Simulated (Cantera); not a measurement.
An adiabatic, constant-volume homogeneous reactor starts with 19.6 % H2, 16.9 % O2, 63.5 % N2, equivalence ratio 0.58, at 1373 K and 825 Torr.

Computed with Cantera and the H2/O2 subset of GRI-Mech 3.0, which has no nitrogen chemistry.

x: mole fraction; the columns are a selection and need not sum to one.

```
t (s)     T (K)  P (bar)     x H2    x O2     x H2O       x HO2       x H      x O     x OH
--------  -----  -------  -------  ------  --------  ----------  --------  -------  -------
3.00e-6    1373     1.10    0.196   0.169   3.39e-7  (withheld)   3.71e-7  7.94e-8  5.78e-8
1.18e-5    1374     1.10    0.195   0.169  0.000551  (withheld)  0.000420  9.31e-5  6.89e-5
4.68e-5    2516     1.88   0.0161  0.0718     0.172  (withheld)    0.0133   0.0163   0.0299
0.000185   2751     2.03  0.00893  0.0721     0.189     1.90e-5   0.00459  0.00845   0.0260
0.000729   2751     2.03  0.00893  0.0721     0.189     1.90e-5   0.00459  0.00845   0.0260
0.00288    2751     2.03  0.00893  0.0721     0.189     1.90e-5   0.00459  0.00845   0.0260
0.0114     2751     2.03  0.00893  0.0721     0.189     1.90e-5   0.00459  0.00845   0.0260
0.0449     2751     2.03  0.00893  0.0721     0.189     1.90e-5   0.00459  0.00845   0.0260
0.177      2751     2.03  0.00893  0.0721     0.189     1.90e-5   0.00459  0.00845   0.0260
0.700      2751     2.03  0.00893  0.0721     0.189     1.90e-5   0.00459  0.00845   0.0260
```

Problem. Some entries are withheld; supply them.

Solution. 
- 3.00e-6, x HO2: 1.51e-7
- 1.18e-5, x HO2: 2.38e-5
- 4.68e-5, x HO2: 1.45e-5
